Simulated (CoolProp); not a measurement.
Computed with CoolProp (reference Helmholtz-energy equation of state, McLinden 2015).

Q: For the fluoroketone C6F12O (FK-5-1-12), give the phase and the Z, cp (kJ/(kg K)), cv (kJ/(kg K)), speed of sound (m/s) at 487.5 K and 1.75 MPa.

A: 
- 487.5 K and 1.75 MPa: gas; Z 0.746, cp 1.17, cv 1.05, speed of sound 87.1
